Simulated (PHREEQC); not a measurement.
A column of 0.1 m (40 cells, dispersivity 0.0035 m, 60 s a shift, diffusion coefficient 3e-10 m²/s) holds 0.1 eq of the database's cation exchanger X per kg of pore water, first in equilibrium with 33 mmol/kgw NaCl, 0.92 mmol/kgw CaCl2 and 0.01 mmol/kgw HCl. It is flushed with 0.062 mol BaCl2 and 1e-05 mol HCl per kg of water, at 40 °C. Values are for the last cell. CO2 from the air is kept out. Nothing may precipitate in this run.

The series has 33 steps of pore volumes, from 0 to 4.013.

All values are PHREEQC results (ion-association model, phreeqc.dat), not measurements.

**Question.** After how many pore volumes does Ba at the outlet first reach half of its feed value?

**Answer.** By 1.8 pore volumes.

Species that the database lacks are ignored. At this temperature some constants are extrapolated from 25 °C, and those without enthalpy data are left unchanged.
